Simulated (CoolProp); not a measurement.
Properties of sulfur hexafluoride along the isobar 48.1 bar (Tc = 45.6 °C, pc = 37.55 bar, ω = 0.210).

Values from CoolProp's reference Helmholtz-energy equation of state, Guder 2009.

```csv
T (°C),phase,cp (kJ/(kg K)),cv (kJ/(kg K)),expansivity (1/kK),viscosity (µPa s),fugacity coefficient
21.15,liquid,1.096,0.6586,5.659,147,0.3763
48.45,supercritical,1.741,0.7276,(withheld),78.1,0.5681
75.75,supercritical,1.271,0.7447,15.87,25.7,0.7000
103.05,supercritical,0.9891,0.7494,7.583,24.0,0.7725
130.35,supercritical,0.9339,0.7672,5.266,24.1,0.8242
157.65,supercritical,0.9206,0.7869,4.137,(withheld),0.8633
184.95,supercritical,0.9208,0.8060,3.455,25.3,0.8936
212.25,supercritical,0.9263,0.8237,2.993,26.0,0.9174
239.55,supercritical,0.9339,(withheld),2.655,26.8,0.9364
266.85,supercritical,0.9421,0.8542,2.397,27.6,0.9517
294.15,supercritical,0.9504,0.8672,2.191,28.4,0.9641
321.45,supercritical,0.9584,0.8789,2.023,29.3,0.9743
```

Task: Some entries are withheld; supply them.

Result: 
- 48.45, expansivity (1/kK): 19.93
- 157.65, viscosity (µPa s): 24.6
- 239.55, cv (kJ/(kg K)): 0.8397

The peak of cp marks the crossing from liquid-like to gas-like fluid above the critical point.

Viscosity comes from a separate model (Quiñones-Cisneros 2012).
